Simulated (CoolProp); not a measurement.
Vapour-liquid equilibrium of dimethyl ether (1) + 1-butene (2) at 0.00193 MPa; x and y are mole fractions of (1).

Model: multi-fluid Helmholtz-energy mixture model, Wu 2011 and Lemmon 2005; pair parameters Bell 2016, in CoolProp.

| x | bubble temperature, mixture model (K) | bubble temperature, Raoult's law (K) | y, mixture model | y, Raoult's law |
|---|---|---|---|---|
| 0.05 | 194.3 | 195.1 | 0.175 | 0.121 |
| 0.125 | 192.2 | 193.7 | 0.356 | 0.273 |
| 0.2 | 190.6 | 192.5 | 0.479 | 0.398 |
| 0.275 | 189.4 | 191.4 | 0.568 | 0.502 |
| 0.35 | 188.4 | 190.4 | 0.636 | 0.590 |
| 0.425 | 187.6 | 189.5 | 0.690 | 0.665 |
| 0.5 | 187.0 | 188.7 | 0.736 | 0.729 |
| 0.575 | 186.4 | 187.9 | 0.777 | 0.785 |
| 0.65 | 185.9 | 187.1 | 0.814 | 0.834 |
| 0.725 | 185.5 | 186.5 | 0.850 | 0.878 |
| 0.8 | 185.1 | 185.8 | 0.886 | 0.916 |
| 0.875 | 184.7 | 185.2 | 0.925 | 0.950 |
| 0.95 | 184.4 | 184.6 | 0.968 | 0.981 |

The largest gap from Raoult's law is -2.0 K in bubble temperature, at x = 0.275. No azeotrope shows between x = 0.05 and 0.95.

The pair parameters rest on a limited set of measurements; away from them the model extrapolates.
